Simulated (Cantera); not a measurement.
# Thermodynamics of carbothermic reduction, feed PbO + CH4 + H2

Charge: 1 mol PbO, 2.6 mol CH4, 0.12 mol H2, at 873 K.

Method: chemical equilibrium by Gibbs-energy minimisation in Cantera with the NASA 1993 tables (ideal gas, pure condensed phases). Candidate condensed phases: C, C6H6, C7H8, C8H18, H2O, Pb, PbO, PbO2, Pb3O4; 113 gas species. Kinetics and transport are ignored.

From 10.0 Pa to 10.0 bar the condensed part is C(graphite) + Pb(l). The main Pb-bearing gas is Pb throughout.

| P (Pa) | x H2 | x CH4 | x H2O | x CO | x CO2 | n C(graphite) | n Pb(l) |
|---|---|---|---|---|---|---|---|
| 10 | 0.836 | 3.14e-5 | 5.59e-5 | 0.157 | 2.80e-5 | 1.60 | 0.960 |
| 36 | 0.840 | 0.000114 | 0.000203 | 0.158 | 0.000102 | 1.60 | 0.989 |
| 130 | 0.841 | 0.000413 | 0.000730 | 0.157 | 0.000363 | 1.60 | 0.997 |
| 460 | 0.841 | 0.00146 | 0.00253 | 0.154 | 0.00124 | 1.61 | 0.999 |
| 1700 | 0.838 | 0.00535 | 0.00874 | 0.144 | 0.00402 | 1.65 | 1.000 |
| 6000 | 0.825 | 0.0183 | 0.0255 | 0.121 | 0.0100 | 1.70 | 1.000 |
| 22000 | 0.778 | 0.0597 | 0.0611 | 0.0839 | 0.0176 | 1.71 | 1.000 |
| 77000 | 0.666 | 0.153 | 0.109 | 0.0501 | 0.0219 | 1.49 | 1.000 |
| 280000 | 0.489 | 0.300 | 0.160 | 0.0274 | 0.0239 | 1.10 | 1.000 |
| 1000000 | 0.315 | 0.446 | 0.199 | 0.0149 | 0.0251 | 0.762 | 1.00 |
x: gas mole fraction; n: condensed amount in mol.
